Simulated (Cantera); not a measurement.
An isothermal, constant-pressure homogeneous reactor starts with 1.55 % H2, 77.5 % O2, 20.9 % N2, at 1250 K and 0.750 Torr.

Cantera simulation using GRI-Mech 3.0 (53 species, 325 reactions); the numbers are that mechanism's predictions, not measurements. Radical loss at walls, strong at low pressure, is not modelled.

x: mole fraction; the columns are a selection and need not sum to one.

```
t (s)         x H2   x O2     x N2O      x NO       x H     x HO2
--------  --------  -----  --------  --------  --------  --------
6.00e-5     0.0155  0.775    <1e-12    <1e-12  1.17e-10  1.23e-10
0.000177    0.0155  0.775    <1e-12    <1e-12  3.14e-10  3.63e-10
0.000522    0.0155  0.775    <1e-12    <1e-12  7.31e-10   1.07e-9
0.00154     0.0155  0.775    <1e-12    <1e-12         ?         ?
0.00455     0.0155  0.775    <1e-12    <1e-12   3.67e-9   9.33e-9
0.0134      0.0155  0.775    <1e-12    <1e-12   3.32e-8   2.75e-8
0.0396      0.0154  0.775    <1e-12    <1e-12         ?   8.28e-8
0.117     0.000149  0.761  7.31e-11  2.78e-10   0.00119   8.40e-8
0.345     0.000119  0.761  2.62e-10   1.37e-9   0.00112   8.05e-8
1.02      0.000116  0.761  3.57e-10   4.53e-9   0.00108   7.97e-8
3.00      0.000108  0.762  3.68e-10   1.29e-8  0.000963   7.75e-8
```

Q: Some entries are withheld; supply them.

A: 
- 0.00154, x H: 1.43e-9
- 0.00154, x HO2: 3.16e-9
- 0.0396, x H: 1.47e-5
